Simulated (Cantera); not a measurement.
Input (Python, Cantera):

```python
import numpy as np
import cantera as ct

gas = ct.Solution("gri30.yaml", transport_model="mixture-averaged")
show = ['H2', 'CO2', 'NH3']

rows = []
print(f"{'T/K':>7s}{'rho':>11s}{'cp':>10s}{'mu':>11s}{'lambda':>11s}{'Pr':>7s}" + "".join(f"{'D_' + s:>11s}" for s in show))
for T in [400, 600, 800, 1000, 1200, 1400, 1600, 1800]:
    gas.TPX = T, 2300, {'O2': 0.67, 'H2O': 0.41}
    Pr = gas.cp_mass * gas.viscosity / gas.thermal_conductivity
    D = [gas.mix_diff_coeffs_mole[gas.species_index(s)] for s in show]
    rows.append([gas.density, gas.cp_mass, gas.viscosity, gas.thermal_conductivity, Pr, *D])
    print(f"{T:7g}{gas.density:11.4e}{gas.cp_mass:10.1f}{gas.viscosity:11.4e}"
          f"{gas.thermal_conductivity:11.4e}{Pr:7.3f}" + "".join(f"{d:11.4e}" for d in D))
print("SI units: kg/m3, J/kg/K, Pa s, W/m/K, m2/s")
```

It prints:

```
    T/K        rho        cp         mu     lambda     Pr       D_H2      D_CO2      D_NH3
    400 1.8458e-02    1187.6 2.1288e-05 3.5012e-02  0.722 6.0159e-03 1.1981e-03 1.6363e-03
    600 1.2305e-02    1262.3 2.9702e-05 5.2507e-02  0.714 1.2047e-02 2.5203e-03 3.5654e-03
    800 9.2288e-03    1335.4 3.7289e-05 7.0241e-02  0.709 1.9572e-02 4.2010e-03 6.0833e-03
   1000 7.3831e-03    1398.2 4.4268e-05 8.7804e-02  0.705 2.8441e-02 6.1959e-03 9.1156e-03
   1200 6.1525e-03    1452.8 5.0777e-05 1.0501e-01  0.702 3.8548e-02 8.4761e-03 1.2612e-02
   1400 5.2736e-03    1500.9 5.6904e-05 1.2180e-01  0.701 4.9817e-02 1.1021e-02 1.6535e-02
   1600 4.6144e-03    1543.4 6.2714e-05 1.3816e-01  0.701 6.2187e-02 1.3815e-02 2.0857e-02
   1800 4.1017e-03    1581.1 6.8252e-05 1.5413e-01  0.700 7.5609e-02 1.6846e-02 2.5557e-02
SI units: kg/m3, J/kg/K, Pa s, W/m/K, m2/s
```

Detailed kinetics in Cantera: GRI-Mech 3.0 (53 species, 325 reactions). Polar gases are described roughly by these parameters.
